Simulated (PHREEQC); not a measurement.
A PHREEQC speciation (ion-association model, phreeqc.dat) at 85 °C gives pH 4.25 and these molalities:

```json
[
 {"species": "SO4-2", "mol/kgw": "0.0105"},
 {"species": "Cu+2", "mol/kgw": "0.0104"},
 {"species": "CuSO4", "mol/kgw": "0.00638"},
 {"species": "HSO4-", "mol/kgw": "0.000148"},
 {"species": "Cu2(OH)2+2", "mol/kgw": "0.000106"},
 {"species": "H+", "mol/kgw": "6.63e-5"}
]
```

Problem. What are the element totals, and what could have been dissolved in 1 kg of water to give them?

Solution. This is not unique; one that fits is totals Cu(2) 0.0170, S(6) 0.0170 mol/kgw, from 0.017 mol CuSO4 per kg of water.

This is a speciation only: nothing precipitates in the calculation. Species that the database lacks are ignored. Away from 25 °C the constants follow the database's enthalpies or fits; those with neither stay at their 25 °C values.
